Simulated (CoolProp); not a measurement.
Vapour pressure (bar) of ammonia: the reference equation beside estimates from Tc = 405.6 K, pc = 113.6 bar, ω = 0.256. Clausius-Clapeyron is anchored at 264.2 K with a constant enthalpy of vaporisation of 22.02 kJ/mol.

Model: reference Helmholtz-energy equation of state, Gao 2020, in CoolProp.

| T (K) | reference | Lee-Kesler | Clausius-Clapeyron | Redlich-Kwong | Peng-Robinson |
|---|---|---|---|---|---|
| 221.1 | 0.3607 | 0.3324 | 0.4299 | 0.7885 | 0.3548 |
| 242.6 | [?] | 1.114 | 1.242 | 2.254 | 1.150 |
| 264.2 | 3.033 | 2.987 | 3.033 | 5.252 | 3.012 |
| 285.7 | 6.708 | 6.715 | 6.447 | [?] | 6.683 |
| 307.2 | 13.14 | 13.25 | 12.33 | 18.70 | 13.13 |
| 328.7 | 23.42 | 23.64 | 21.67 | 30.64 | 23.47 |
| 350.2 | 38.82 | 39.08 | 35.54 | 46.98 | 39.00 |
| 371.7 | 60.79 | 60.98 | [?] | 68.36 | 61.18 |
| 393.2 | 91.17 | 91.30 | 81.24 | 95.36 | 91.65 |

Problem. Fill in the missing entries.

Solution. 
- 242.6, reference: 1.162
- 285.7, Redlich-Kwong: 10.48
- 371.7, Clausius-Clapeyron: 55.03

Absolute difference from the reference over all 9 rows, mean and median: Lee-Kesler 1.8 and 0.8 %, Clausius-Clapeyron 8.0 and 7.5 %, Redlich-Kwong 50.4 and 42.3 %, Peng-Robinson 0.6 and 0.5 %.
